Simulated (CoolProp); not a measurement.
Properties of toluene at several states (Tc = 591.7 K, pc = 4.126 MPa, ω = 0.266).

Values from CoolProp's reference Helmholtz-energy equation of state, Lemmon 2006. It is a short technical equation, of lower accuracy than the large ones.

| T (K) | p (MPa) | phase | Z | cv (kJ/(kg K)) | isothermal compressibility (1/MPa) | expansivity (1/kK) |
|---|---|---|---|---|---|---|
| 612.6 | 16.2 | supercritical | 0.5258 | (withheld) | 0.01113 | (withheld) |
| 243.8 | 0.0323 | liquid | 0.001609 | (withheld) | 0.0006350 | 1.015 |
| 315.9 | 0.516 | liquid | (withheld) | 1.316 | (withheld) | (withheld) |
| 190.1 | 2.84 | liquid | (withheld) | 1.031 | 0.0004418 | 0.9946 |
| 364 | 0.0125 | gas | 0.9942 | 1.295 | 80.47 | 2.806 |

Question: Complete the blanks.

Answer: 
- 612.6, cv (kJ/(kg K)): 2.174
- 612.6, expansivity (1/kK): 2.330
- 243.8, cv (kJ/(kg K)): 1.117
- 315.9, Z: 0.02140
- 315.9, isothermal compressibility (1/MPa): 0.001043
- 315.9, expansivity (1/kK): 1.111
- 190.1, Z: 0.1717
